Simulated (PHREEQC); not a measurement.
Make-up at 30 °C: 4 mol MgCl2 and 0.00075 mol H4SiO4 per kg of water. Closed to the air; pH follows from the charge balance.

All values are PHREEQC results (Pitzer model, pitzer.dat), not measurements.

**Question.** The ionic strength comes out as 12.0 mol/kgw. What activity coefficients do Mg+2, Cl-, MgOH+, H+ get?

**Answer.** Mg+2 250, Cl- 0.78, MgOH+ 2.3, H+ 54. Single-ion values are on the MacInnes scale.

This is a speciation only: nothing precipitates in the calculation. The solution is supersaturated, for example in SiO2(a), so a real one may precipitate; this is no full list. In brines, pH and single-ion activities rest on the MacInnes convention.
